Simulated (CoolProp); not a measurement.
A Linde-Hampson liquefier for normal hydrogen: isothermal reversible compression at 280 K from 1 atm to 5 MPa, throttling to 1 atm, return gas leaving the recuperator 10 K below the feed. Each further row changes one setting.

The numbers come from the reference Helmholtz-energy equation of state, Leachman 2009 in CoolProp.

```
case                        compression work (kJ/kg of gas)
--------------------------  -------------------------------
as stated                                              4540
high pressure 10 MPa                                   5370
warm-end temperature 310 K                             5020
warm-end gap 15 K                                      4540
```
